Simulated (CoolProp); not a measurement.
Saturation properties of hydrogen sulfide (Tc = 373.1 K, pc = 89.99 bar, ω = 0.101).

The numbers come from the reference Helmholtz-energy equation of state, Lemmon 2006 in CoolProp. It is a short technical equation, of lower accuracy than the large ones.

```csv
T (K),p (bar),enthalpy of vaporisation (kJ/kg),vapour viscosity (µPa s)
198.7,…,562.7,7.91
203.3,0.6082,557.5,8.07
207.9,0.7828,…,8.23
212.6,…,…,8.38
217.2,…,541.3,8.54
221.8,1.562,535.7,…
226.5,…,529.9,8.84
231.1,2.356,524.1,8.99
235.8,2.860,518.1,9.14
240.4,3.429,512.0,9.28
245,4.082,505.7,9.43
249.7,4.842,…,9.57
254.3,5.684,492.5,9.72
```

Q: Complete the blanks.

A: 
- 198.7, p (bar): 0.4663
- 207.9, enthalpy of vaporisation (kJ/kg): 552.2
- 212.6, p (bar): 1.000
- 212.6, enthalpy of vaporisation (kJ/kg): 546.7
- 217.2, p (bar): 1.257
- 221.8, vapour viscosity (µPa s): 8.69
- 226.5, p (bar): 1.932
- 249.7, enthalpy of vaporisation (kJ/kg): 499.1

It boils at 212.9 K under 1 atm.

Viscosity comes from a separate model (Quiñones-Cisneros 2012).
